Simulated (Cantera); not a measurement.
# Premixed flame

A freely propagating, adiabatic, planar premixed flame of 39.4 % H₂, 14.1 % O₂, 46.5 % N₂, unburnt at 300 K and 3.36 atm; mixture-averaged transport, grid criteria slope 0.08 and curve 0.16, no radiation.

Computed with Cantera and the H2/O2 subset of GRI-Mech 3.0, which has no nitrogen chemistry. The hydrogen kinetics of GRI-Mech 3.0 are dated; newer H2 mechanisms differ, most at raised pressure. Burning velocities carry a grid error of a few per cent, more on coarse grids.

```json
[
 {"z (mm)": "-0.201", "T (K)": "300", "u (m/s)": "3.51", "x H₂": "0.394", "x O₂": "0.141", "x OH": "<1e-8", "x HO₂": "<1e-8", "x H": "<1e-8", "x H₂O": "<1e-8"},
 {"z (mm)": "-0.134", "T (K)": "300", "u (m/s)": "3.51", "x H₂": "0.394", "x O₂": "0.141", "x OH": "<1e-8", "x HO₂": "<1e-8", "x H": "<1e-8", "x H₂O": "<1e-8"},
 {"z (mm)": "-0.100", "T (K)": "300", "u (m/s)": "3.51", "x H₂": "0.394", "x O₂": "0.141", "x OH": "<1e-8", "x HO₂": "<1e-8", "x H": "<1e-8", "x H₂O": "4.72e-8"},
 {"z (mm)": "-0.0669", "T (K)": "300", "u (m/s)": "3.51", "x H₂": "0.394", "x O₂": "0.141", "x OH": "1.06e-8", "x HO₂": "1.71e-7", "x H": "<1e-8", "x H₂O": "1.52e-6"},
 {"z (mm)": "-0.0334", "T (K)": "329", "u (m/s)": "3.79", "x H₂": "0.384", "x O₂": "0.143", "x OH": "7.86e-6", "x HO₂": "7.35e-5", "x H": "1.42e-7", "x H₂O": "0.000529"},
 {"z (mm)": "-0.0167", "T (K)": "614", "u (m/s)": "6.79", "x H₂": "0.345", "x O₂": "0.140", "x OH": "0.00106", "x HO₂": "0.00108", "x H": "0.00121", "x H₂O": "0.0198"},
 {"z (mm)": "0", "T (K)": "1118", "u (m/s)": "11.9", "x H₂": "0.271", "x O₂": "0.113", "x OH": "0.00216", "x HO₂": "0.000400", "x H": "0.0157", "x H₂O": "0.0889"},
 {"z (mm)": "0.0167", "T (K)": "1488", "u (m/s)": "15.7", "x H₂": "0.192", "x O₂": "0.0663", "x OH": "0.00502", "x HO₂": "0.000184", "x H": "0.0379", "x H₂O": "0.180"},
 {"z (mm)": "0.0334", "T (K)": "1702", "u (m/s)": "17.8", "x H₂": "0.142", "x O₂": "0.0301", "x OH": "0.00817", "x HO₂": "7.78e-5", "x H": "0.0511", "x H₂O": "0.245"},
 {"z (mm)": "0.0669", "T (K)": "1895", "u (m/s)": "19.7", "x H₂": "0.116", "x O₂": "0.00790", "x OH": "0.0110", "x HO₂": "1.90e-5", "x H": "0.0512", "x H₂O": "0.287"},
 {"z (mm)": "0.134", "T (K)": "2054", "u (m/s)": "21.1", "x H₂": "0.116", "x O₂": "0.00323", "x OH": "0.0111", "x HO₂": "7.45e-6", "x H": "0.0389", "x H₂O": "0.300"},
 {"z (mm)": "0.268", "T (K)": "2187", "u (m/s)": "22.3", "x H₂": "0.119", "x O₂": "0.00172", "x OH": "0.00942", "x HO₂": "3.81e-6", "x H": "0.0266", "x H₂O": "0.309"},
 {"z (mm)": "0.535", "T (K)": "2287", "u (m/s)": "23.2", "x H₂": "0.121", "x O₂": "0.000785", "x OH": "0.00699", "x HO₂": "1.71e-6", "x H": "0.0169", "x H₂O": "0.316"}
]
```
x: mole fraction of selected species; z is measured from the peak of heat release.

The laminar burning velocity is 351 cm/s and the thermal thickness comes out as 0.0669 mm. The peak x(OH) comes out as 0.0114 and the peak x(HO₂) comes out as 0.00111. The peak x(H) comes out as 0.0536. The grid points is 113.
